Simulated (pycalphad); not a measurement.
# Phase fractions of Si-37.16Al (wt.%)

Computed with pycalphad from the COST 507 light-alloy database (1999), at 1 atm. The database dates from 1999; later assessments differ in places, in temperatures and in the compounds included. Amounts are mole fractions of atoms.

| T (K) | liquid | diamond (Si) | fcc |
|---|---|---|---|
| 1450 | 1.000 | - | - |
| 1350 | 0.784 | 0.216 | - |
| 1250 | 0.658 | 0.342 | - |
| 1150 | 0.574 | 0.426 | - |
| 1050 | 0.513 | 0.487 | - |
| 950 | 0.468 | 0.532 | - |
| 850 | - | 0.613 | 0.387 |
| 750 | - | 0.617 | 0.383 |
| 650 | - | 0.618 | 0.382 |
| 550 | - | 0.619 | 0.381 |
